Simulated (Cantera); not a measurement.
Input: 1 mol B₂O₃, 17 mol HF, 2.8 mol H₂, 9.6 mol Cl₂, at 0.320 bar.

Method: chemical equilibrium by Gibbs-energy minimisation in Cantera with the NASA 1993 tables (ideal gas, pure condensed phases). Candidate condensed phases: B, B₂O₃, B₃O₃H₃, H₂O; 56 gas species. The tables' values for BOCl are old estimates; treat these amounts as uncertain. Gases not in the tables: H₃BO₃. Equilibrium is a limit: real reactors are often held back by kinetics, nucleation or transport.

x: gas mole fraction; nothing condenses.

```tsv
T (°C)	x HF	x HCl	x Cl	x Cl₂	x BF₃	x O₂	x H₂O	x BOF
675	0.374	0.326	0.000122	0.163	0.0680	0.0340	0.0340	1.02e-7
775	0.372	0.348	0.000528	0.150	0.0676	0.0396	0.0221	1.14e-6
875	0.370	0.361	0.00178	0.142	0.0673	0.0432	0.0146	7.87e-6
975	0.369	0.369	0.00497	0.135	0.0670	0.0453	0.00996	3.84e-5
1075	0.367	0.373	0.0119	0.128	0.0666	0.0464	0.00707	0.000146
1175	0.365	0.373	___	0.119	0.0658	0.0467	___	___
1275	0.362	0.369	0.0461	0.107	0.0642	0.0463	0.00417	0.00126
1375	0.360	0.360	0.0769	0.0902	0.0612	0.0448	0.00348	0.00305
1475	0.359	0.345	___	___	___	0.0421	___	___
1575	0.362	0.325	0.159	0.0521	0.0489	0.0381	0.00282	0.0122
1675	0.368	0.300	0.201	0.0355	0.0396	0.0330	0.00268	0.0198
```

Task: Complete the blanks.

Result: 
- 1175, x Cl: 0.0248
- 1175, x H₂O: 0.00528
- 1175, x BOF: 0.000459
- 1475, x Cl: 0.116
- 1475, x Cl₂: 0.0712
- 1475, x BF₃: 0.0563
- 1475, x H₂O: 0.00307
- 1475, x BOF: 0.00655
